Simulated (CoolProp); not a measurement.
Values from CoolProp's reference Helmholtz-energy equation of state, Zhou 2016.

Give the vapour pressure (bar), vapour density (kg/m³), enthalpy of vaporisation (kJ/kg), surface tension (mN/m) of saturated R245ca at 355.6, 375.1 K.


```csv
T (K),p (bar),vapour density (kg/m³),enthalpy of vaporisation (kJ/kg),surface tension (mN/m)
355.6,6.08,32.0,168,8.99
375.1,9.73,51.8,153,6.67
```

Surface tension comes from a separate correlation (Mulero 2012).
